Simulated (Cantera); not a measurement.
Charge: 1 mol PbS, 2.8 mol H₂, at 1898 K and 0.100 bar.

These are equilibrium values from Cantera (NASA tables, ideal gas, pure condensed phases), not measurements of a reactor. Candidate condensed phases: Pb, PbS, S; 10 gas species. The numbers say what is thermodynamically allowed, not how fast it happens.

Base state: H₂ 0.674, PbS 0.151, Pb 0.102, S₂ 0.0315, H₂S 0.0299, SH 0.00821, H 0.00203, S 0.000883 (mole fractions); condensed: gas only.

Q: What changes in the equilibrium state with this change: H₂ from 2.8 to 38 mol?

A: 
```
species    before     after
-------  --------  --------
H₂          0.674     0.956
Pb          0.102    0.0184
H₂S        0.0299    0.0112
PbS         0.151   0.00716
S₂         0.0315   0.00218
S        0.000883  0.000233
SH        0.00821   0.00257
H         0.00203   0.00242
```
